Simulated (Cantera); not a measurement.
Input (Python, Cantera):

```python
import numpy as np
import cantera as ct

surf = ct.Interface("ptcombust.yaml", "Pt_surf")
gas = surf.adjacent["gas"]
gas.TPX = 600, 100000, {'H2': 0.002, 'O2': 0.16, 'N2': 0.79, 'H2O': 0.0081}
surf.TP = 600, 100000
reactor = ct.FlowReactor(gas, clone=False)
reactor.area = 0.0001  # m2
reactor.surface_area_to_volume_ratio = 110  # 1/m
reactor.mass_flow_rate = 4.2 * reactor.area * gas.density  # inlet velocity 4.2 m/s
reactor.energy_enabled = False
wall = ct.ReactorSurface(surf, reactor, clone=False)
net = ct.ReactorNet([reactor])
net.rtol, net.atol = 1e-8, 1e-16
show, cover = ['H2', 'O2', 'H2O'], ['PT(S)', 'H(S)', 'O(S)', 'OH(S)', 'CO(S)', 'C(S)']

rows = []
print(f"{'z/m':>9s}{'u/(m/s)':>9s}" + "".join(f"{s:>13s}" for s in show + cover))
for z in [0.00048, 0.00092, 0.0018, 0.0034, 0.0066, 0.013, 0.025, 0.048]:
    net.advance(z)
    rows.append([reactor.speed, *gas[show].X, *surf[cover].coverages])
    print(f"{z:9.4g}{rows[-1][0]:9.3g}" + "".join(f"{x:13.4e}" for x in rows[-1][1:]))
```

It prints:

```
      z/m  u/(m/s)           H2           O2          H2O        PT(S)         H(S)         O(S)        OH(S)        CO(S)         C(S)
  0.00048      4.2   2.0674e-03   1.6664e-01   8.4525e-03   2.0370e-02   2.1910e-09   9.7379e-01   5.8318e-03   1.9303e-26   1.0022e-30
  0.00092      4.2   2.0531e-03   1.6664e-01   8.4668e-03   2.0231e-02   2.1619e-09   9.7395e-01   5.8151e-03   9.7345e-26   1.5950e-29
   0.0018      4.2   2.0253e-03   1.6663e-01   8.4948e-03   1.9958e-02   2.1055e-09   9.7425e-01   5.7821e-03   8.1357e-25   9.1936e-29
   0.0034      4.2   1.9765e-03   1.6660e-01   8.5438e-03   1.9480e-02   2.0084e-09   9.7479e-01   5.7235e-03  -1.3703e-25  -1.6545e-29
   0.0066      4.2   1.8855e-03   1.6657e-01   8.6352e-03   1.8590e-02   1.8337e-09   9.7579e-01   5.6111e-03  -8.4043e-27  -1.6727e-30
    0.013      4.2   1.7266e-03   1.6650e-01   8.7950e-03   1.7033e-02   1.5472e-09   9.7756e-01   5.4044e-03   1.8050e-26   1.8997e-30
    0.025      4.2   1.4908e-03   1.6640e-01   9.0321e-03   1.4722e-02   1.1664e-09   9.8020e-01   5.0703e-03  -2.1856e-27   8.7763e-32
    0.048      4.2   1.1811e-03   1.6627e-01   9.3434e-03   1.1684e-02   7.4700e-10   9.8374e-01   4.5707e-03  -1.0193e-27  -1.0385e-31
```

Computed with Cantera and Deutschmann's 1995 Pt surface mechanism with GRI-Mech 3.0 gas chemistry. Catalytic surfaces can have several steady states; this one follows from the mechanism file's or the stated starting coverage. Mass transfer to the wall is taken as infinitely fast.
